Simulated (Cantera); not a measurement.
An adiabatic, constant-volume homogeneous reactor starts with 2.34 % C3H8, 20.5 % O2, 77.2 % N2, equivalence ratio 0.57, at 1350 K and 6.80 bar.

Model: GRI-Mech 3.0 (53 species, 325 reactions), integrated in Cantera. GRI-Mech 3.0 was tuned for natural gas; its chemistry of propane as a main component is partial and can be far from experiment.

One state of this run: T (K) = 2723; P (bar) = 14.2; x C3H8 = <1e-12; x O2 = 0.0836; x NO = 0.00308; x C2H6 = <1e-12; x O = 0.00308. x: mole fraction; the columns are a selection and need not sum to one.

### Question
Which value of t (s) does it belong to?
A. 0.000252
B. 0.00126
C. 0.798
D. 0.00633

### Answer
A, 0.000252
